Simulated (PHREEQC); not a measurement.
A solution holds 0.00038 mol/kgw HF, 4.8e-06 mol/kgw NH4F, 3.2e-07 mol/kgw H4SiO4 and 6.7e-05 mol/kgw H3PO4, at 25 °C. Closed to the air; pH follows from the charge balance.

Model: ion-association model, phreeqc.dat, run in PHREEQC.

This is a speciation only: nothing precipitates in the calculation.

Problem. Estimate the pH, specific conductance.

Solution. pH 3.50; specific conductance 127 µS/cm.

Problem. In which forms is P present?

Solution. H2PO4- 96 %, H3PO4 4.4 % of the P.

SiF6-2 is the database's only silicon fluoride.
